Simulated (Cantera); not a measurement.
An isothermal, constant-pressure homogeneous reactor starts with CO : O₂ : H₂O : N₂ = 0.013 : 0.0032 : 0.0054 : 1 (molar parts), equivalence ratio 2.0, at 1075 K and 9.87 atm. Integrator tolerance rtol = 1e-08.

Model: GRI-Mech 3.0 (53 species, 325 reactions), integrated in Cantera.

Q: What does this change do: temperature 1075 to 950 K?

A: 
```
quantity                                           before                                    after
----------------  ---------------------------------------  ---------------------------------------
x(CO) at 5.00 s   0.00593 (gas-phase equilibrium 0.00452)   0.0102 (gas-phase equilibrium 0.00406)
x(O₂) at 5.00 s   5.24e-10 (gas-phase equilibrium <1e-12)   0.00188 (gas-phase equilibrium <1e-12)
x(H₂O) at 5.00 s  0.00475 (gas-phase equilibrium 0.00334)  0.00528 (gas-phase equilibrium 0.00289)
x(O) at 5.00 s      <1e-12 (gas-phase equilibrium <1e-12)   1.45e-9 (gas-phase equilibrium <1e-12)
x(CO₂) at 5.00 s  0.00684 (gas-phase equilibrium 0.00825)  0.00251 (gas-phase equilibrium 0.00870)
x(NO₂) at 5.00 s    <1e-12 (gas-phase equilibrium <1e-12)  6.39e-12 (gas-phase equilibrium <1e-12)
```

Q: What does this change do: O2 0.0032 to 0.022 parts?

A: 
```csv
quantity,before,after
x(CO) at 5.00 s,0.00593 (gas-phase equilibrium 0.00452),8.59e-5 (gas-phase equilibrium 2.13e-11)
x(O₂) at 5.00 s,5.24e-10 (gas-phase equilibrium <1e-12),0.0150 (gas-phase equilibrium 0.0150)
x(H₂O) at 5.00 s,0.00475 (gas-phase equilibrium 0.00334),0.00522 (gas-phase equilibrium 0.00522)
x(O) at 5.00 s,<1e-12 (gas-phase equilibrium <1e-12),1.68e-9 (gas-phase equilibrium 5.11e-11)
x(CO₂) at 5.00 s,0.00684 (gas-phase equilibrium 0.00825),0.0125 (gas-phase equilibrium 0.0126)
x(NO₂) at 5.00 s,<1e-12 (gas-phase equilibrium <1e-12),1.04e-8 (gas-phase equilibrium 5.59e-7)
```
